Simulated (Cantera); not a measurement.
**Equilibrium for silicon carbide growth: SiH2Cl2 + CH4 + H2**

A closed system holds: 1 mol SiH2Cl2, 2.5 mol CH4, 2.1 mol H2, at 2225 K and 75.0 Torr.

Cantera equilibrium calculation (NASA polynomials, part measured and part estimated; ideal gas, pure solids and liquids). Candidate condensed phases: C, C6H6, C7H8, C8H18, Si, SiC; 109 gas species. The tables' values for SiCl, SiCl3 are old estimates; treat these amounts as uncertain. Gases not in the tables: Si2H6 and higher silanes. Equilibrium is a limit: real reactors are often held back by kinetics, nucleation or transport.

| Property | Result |
|---|---|
| x(H2) | 0.772 |
| x(HCl) | 0.192 |
| x(H) | 0.0180 |
| x(SiCl2) | 0.0104 |
| x(Cl) | 0.00325 |
| x(C2H2 (acetylene)) | 0.00227 |
| x(Si) | 0.000542 |
| x(SiCl) | 0.000421 |
| x(SiCl3) | 8.19e-5 |
| n(C(graphite)) | 1.56 mol |
| n(SiC(s)) | 0.892 mol |
| gas amount | 9.205 mol |
| log10 activity of Si(l) (absent) | -0.94 |
